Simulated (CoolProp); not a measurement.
Properties of R142b along the isobar 7310 kPa (Tc = 137.1 °C, pc = 4055 kPa, ω = 0.232).

Computed with CoolProp (reference Helmholtz-energy equation of state, Lemmon 2006). It is a short technical equation, of lower accuracy than the large ones.

```tsv
T (°C)	phase	cp (kJ/(kg K))	speed of sound (m/s)	isothermal compressibility (1/MPa)	expansivity (1/kK)	Prandtl number	fugacity coefficient
46.75	liquid	1.332	619.2	0.003547	2.264	3.46	0.09533
51.85	liquid	1.344	599.9	0.003830	2.337	3.40	0.1071
56.85	liquid	1.357	581.1	0.004140	2.414	3.34	0.1196
61.95	liquid	1.371	562.0	0.004494	2.500	3.28	0.1331
67.05	liquid	1.386	543.0	0.004894	2.594	3.22	0.1475
72.05	liquid	1.401	524.3	0.005337	2.696	3.17	0.1624
77.15	liquid	1.417	505.3	0.005851	2.810	3.12	0.1785
82.25	liquid	1.434	486.3	0.006440	2.937	3.07	0.1953
87.25	liquid	1.452	467.7	0.007106	3.075	3.03	0.2126
92.35	liquid	1.472	448.7	0.007894	3.233	2.98	0.2310
97.35	liquid	1.493	430.0	0.008800	3.408	2.94	0.2497
```

Viscosity comes from a separate model (Huber 2003), an estimate that may be off by 10 % or more. Thermal conductivity comes from a separate model (Huber 2003), an estimate that may be off by 10 % or more.
